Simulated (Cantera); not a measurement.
A closed system holds: 1 mol PbO, 0.8 mol C, 6.8 mol H2, held at 2300 K and 1.50 mbar.

These are equilibrium values from Cantera (NASA tables, ideal gas, pure condensed phases), not measurements of a reactor. Candidate condensed phases: C, C6H6, C7H8, C8H18, H2O, Pb, PbO, PbO2, Pb3O4; 113 gas species. The numbers say what is thermodynamically allowed, not how fast it happens.

Base state: H2 0.597, H 0.193, Pb 0.105, CO 0.0835, H2O 0.0192, OH 0.00100, CO2 0.000480, O 0.000221 (mole fractions); condensed: gas only.

**Question.** What changes in the equilibrium state with this change: C from 0.8 to 3.6 mol?

**Answer.** 
```json
[
 {"species": "H2", "before": "0.597", "after": "0.599"},
 {"species": "H", "before": "0.193", "after": "0.193"},
 {"species": "CO", "before": "0.0835", "after": "0.103"},
 {"species": "H2O", "before": "0.0192", "after": "3.85e-9"},
 {"species": "C2H2 (acetylene)", "before": "<1e-9", "after": "0.00259"},
 {"species": "Pb", "before": "0.105", "after": "0.103"},
 {"species": "OH", "before": "0.00100", "after": "<1e-9"},
 {"species": "CO2", "before": "0.000480", "after": "<1e-9"},
 {"species": "C(graphite), mol", "before": "0", "after": "2.55"}
]
```

**Question.** What changes in the equilibrium state with this change: pressure from 1.50 mbar to 0.580 bar?

**Answer.** 
| species | before | after |
|---|---|---|
| H2 | 0.597 | 0.758 |
| Pb | 0.105 | 0.116 |
| CO | 0.0835 | 0.0920 |
| H | 0.193 | 0.0111 |
| H2O | 0.0192 | 0.0225 |
| Pb2 | 4.78e-8 | 2.24e-5 |
| O | 0.000221 | 5.28e-7 |
